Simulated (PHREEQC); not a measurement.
0.21 g of hydrous ferric oxide (600 m²/g; 0.2 weak and 0.005 strong sites per Fe, Dzombak-Morel constants, diffuse double layer) in 1 kg of water with 0.001 mol/kgw of an inert sodium salt and 1.7e-06 mol/kgw PbCl2, 3.2e-06 mol/kgw CuCl2 and 8e-05 mol/kgw ZnSO4, at 25 °C; the pH is set by adding NaOH or the inert anion's acid. Oxygen alone is held at its pressure in air (log pO2 = -0.68). CO2 from the air is kept out. No solid was allowed to form.

Base run: PHREEQC, ion-association model, wateq4f.dat. Each further column changes one thing. The table gives Cu sorbed (%).

```tsv
pH	base	no electrostatic term (-no_edl)	background salt from 0.001 to 0.0001 mol/kgw	oxide from 0.21 to 1.1 g/kgw
4	2.5	[?]	2.3	[?]
4.67	28.5	44.0	27.9	59.8
6	96.8	98.8	[?]	99.4
6.67	99.5	99.9	99.5	99.9
7.33	99.6	99.9	99.6	100.0
8.67	99.4	99.1	99.4	100.0
9.33	99.4	91.3	99.4	100.0
10	99.3	39.5	99.4	100.0
11.33	98.5	0.6	98.6	99.9
12	92.4	[?]	92.9	99.5
```

**Question.** Complete the blanks.

**Answer.** 
- 4, no electrostatic term (-no_edl): 4.1
- 4, oxide from 0.21 to 1.1 g/kgw: 9.2
- 6, background salt from 0.001 to 0.0001 mol/kgw: 96.9
- 12, no electrostatic term (-no_edl): 0.0

The database's constant for dissolved Cu(OH)2 is higher than later reviews accept. In at least one series the solution becomes supersaturated in solids that the run did not let form, among them Zn(OH)2-e.
